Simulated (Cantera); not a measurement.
Feed: 1 mol B2O3, a varied amount of H2, equilibrated at 2273.15 K and 240 Pa.

Equilibrium computed with Cantera from the NASA thermochemical tables; the gas is ideal and each condensed phase is pure. Candidate condensed phases: B, B2O3, B3O3H3, H2O; 23 gas species. Equilibrium is a limit: real reactors are often held back by kinetics, nucleation or transport.

At 110 mol H2, list the 4 most abundant gas species with their mole fractions, and the condensed phases.

H2 0.822, H 0.156, BO 0.00942, H2O 0.00556. Condensed: gas only.
